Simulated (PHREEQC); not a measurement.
A PHREEQC speciation (ion-association model, phreeqc.dat) at 78 °C gives pH 2.30 and these molalities:

```csv
species,mol/kgw
HF,0.0120
H+,0.00545
H3PO4,0.00326
H2PO4-,0.00284
H4SiO4,0.00142
SiF6-2,0.000978
F-,0.000618
HF2-,3.18e-5
```

Q: What are the element totals, and what could have been dissolved in 1 kg of water to give them?

A: Several could match; the one computed here: totals F 0.0185, P 0.00610, Si 0.00240 mol/kgw, from 4.1 mmol/kgw HF, 2.4 mmol/kgw H2SiF6 and 6.1 mmol/kgw H3PO4.

Precipitation was switched off in this run. Examples of supersaturated solids here: Quartz (slow to form), Chalcedony (slow to form). Others may be too. At this temperature some constants are extrapolated from 25 °C, and those without enthalpy data are left unchanged. SiF6-2 is the database's only silicon fluoride.
